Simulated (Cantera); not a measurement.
Input (Python, Cantera):

```python
import numpy as np
import cantera as ct

gas = ct.Solution("gri30.yaml")
gas.TPX = 1725, 360, {'CH4': 1, 'H2': 5, 'H2O': 0.19}
reactor = ct.IdealGasConstPressureReactor(gas, energy="off", clone=False)
net = ct.ReactorNet([reactor])
net.rtol, net.atol = 1e-08, 1e-18
show = ['CH4', 'H2', 'CH3', 'C2H2', 'CH2']
times = np.geomspace(2e-05, 100, 13)

steps = ct.SolutionArray(gas, extra=["t"])
rows = []
print(f"{'t/s':>10s}{'T/K':>9s}{'P/Pa':>11s}" + "".join(f"{s:>11s}" for s in show))
for t in times:
    while net.time < t:
        t_next = net.step()
        steps.append(gas.state, t=t_next)
    rows.append([np.interp(t, steps.t, y) for y in (steps.T, steps.P, *steps(*show).X.T)])
    print(f"{t:10.3e}{rows[-1][0]:9.1f}{rows[-1][1]:11.4g}" + "".join(f"{x:11.3e}" for x in rows[-1][2:]))
rate = np.gradient(steps.T, steps.t)
print("integrator steps:", len(steps.t))
if steps.T.max() > steps.T[0] + 200:
    print(f"time of steepest temperature rise: {steps.t[rate.argmax()]:.4e} s")
gas.TPX = 1725, 360, {'CH4': 1, 'H2': 5, 'H2O': 0.19}
gas.equilibrate("TP")
print(f"equilibrium (TP): T = {gas.T:.1f} K  " + "  ".join(f"{s} {gas[s].X[0]:.3e}" for s in show))
```

Result:

```
       t/s      T/K       P/Pa        CH4         H2        CH3       C2H2        CH2
 2.000e-05   1725.0        360  1.616e-01  8.078e-01  4.586e-07  1.484e-19  1.585e-14
 7.232e-05   1725.0        360  1.615e-01  8.078e-01  1.945e-06  4.435e-17  4.318e-13
 2.615e-04   1725.0        360  1.615e-01  8.078e-01  8.033e-06  2.366e-14  1.172e-11
 9.457e-04   1725.0        360  1.615e-01  8.078e-01  3.034e-05  8.090e-12  2.412e-10
 3.420e-03   1725.0        360  1.614e-01  8.077e-01  1.109e-04  1.889e-09  3.685e-09
 1.237e-02   1725.0        360  1.611e-01  8.077e-01  4.022e-04  4.382e-07  4.832e-08
 4.472e-02   1725.0        360  1.589e-01  8.081e-01  1.471e-03  1.185e-04  5.661e-07
 1.617e-01   1725.0        360  1.294e-01  8.239e-01  3.312e-03  1.059e-02  2.750e-06
 5.848e-01   1725.0        360  5.932e-02  8.666e-01  1.820e-03  4.247e-02  2.077e-06
 2.115e+00   1725.0        360  1.595e-02  8.935e-01  6.375e-04  6.127e-02  1.153e-06
 7.647e+00   1725.0        360  4.109e-03  9.036e-01  2.211e-04  6.342e-02  6.019e-07
 2.765e+01   1725.0        360  2.062e-03  9.117e-01  1.238e-04  5.754e-02  3.816e-07
 1.000e+02   1725.0        360  3.991e-04  9.162e-01  2.614e-05  5.468e-02  8.885e-08
integrator steps: 1343
equilibrium (TP): T = 1725.0 K  CH4 7.630e-05  H2 9.165e-01  CH3 5.031e-06  C2H2 5.475e-02  CH2 1.729e-08
```

Cantera simulation using GRI-Mech 3.0 (53 species, 325 reactions); the numbers are that mechanism's predictions, not measurements. GRI-Mech 3.0 stops at C3 and has no aromatics, soot or wall deposition, so with more carbon than oxygen in the feed, carbon stays in small species such as C2H2 where larger ones or solid carbon would form. Radical loss at walls, strong at low pressure, is not modelled.
